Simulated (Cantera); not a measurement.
Feed: 1 mol C₂H₄, 0.16 mol NH₃, 0.36 mol H₂, at 0.0133 bar.

Cantera equilibrium calculation (NASA polynomials, part measured and part estimated; ideal gas, pure solids and liquids). Candidate condensed phases: C, C₆H₆, C₇H₈, C₈H₁₈; 92 gas species. The numbers say what is thermodynamically allowed, not how fast it happens.

At 2125 K, list the 4 most abundant gas species with their mole fractions, and the condensed phases.

H₂ 0.937, H 0.0304, N₂ 0.0274, HCN 0.00375. Condensed: C(graphite).
